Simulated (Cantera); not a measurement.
Charge: 1 mol S, 0.24 mol O2, at 2000 K and 1.58 Torr.

Method: chemical equilibrium by Gibbs-energy minimisation in Cantera with the NASA 1993 tables (ideal gas, pure condensed phases). Candidate condensed phases: S; 10 gas species. The numbers say what is thermodynamically allowed, not how fast it happens.

Problem. What is the equilibrium state?

Solution. 
```json
{
 "x(S2)": "0.493",
 "x(SO2)": "0.260",
 "x(SO)": "0.195",
 "x(S)": "0.0488",
 "x(S2O)": "0.00296",
 "x(O)": "6.33e-5",
 "x(O2)": "1.88e-5",
 "gas_amount": "0.6684 mol",
 "log10 activity of S(l) (absent)": "-3.07"
}
```
